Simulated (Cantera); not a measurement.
Input: 1 mol BN, 2.5 mol O2, 2.1 mol H2, held at 1498 K.

Equilibrium computed with Cantera from the NASA thermochemical tables; the gas is ideal and each condensed phase is pure. Candidate condensed phases: B, BN, B2O3, B3O3H3, H2O; 39 gas species. Gases not in the tables: H3BO3. Rates play no part.

log p: log10 of the partial pressure in bar; n: condensed amount in mol.

```
P (Pa)  log p H2O  log p HBO2  log p O2  log p N2  log p B2O3  log p OH  n B2O3(l)
------  ---------  ----------  --------  --------  ----------  --------  ---------
1           -5.37       -5.60     -5.74     -5.88           ?     -7.57          0
4.20        -4.75       -4.98     -5.11     -5.26           ?     -7.10          0
18          -4.12       -4.34     -4.48     -4.63           ?     -6.62          0
75          -3.50       -3.72     -3.86     -4.01           ?     -6.16          0
320         -2.87       -3.09     -3.23     -3.38           ?     -5.69          0
1300        -2.18       -2.71     -2.59     -2.74       -4.68     -5.18      0.226
5600        -1.49       -2.37     -1.94     -2.09       -4.68     -4.68      0.365
24000       -0.84       -2.04     -1.30     -1.45       -4.68     -4.19      0.431
100000      -0.21       -1.73     -0.68     -0.82       -4.68     -3.72      0.457
```

Question: What belongs in the gaps?

Answer: 
- 1, log p B2O3: -7.27
- 4.20, log p B2O3: -6.64
- 18, log p B2O3: -6.01
- 75, log p B2O3: -5.39
- 320, log p B2O3: -4.76
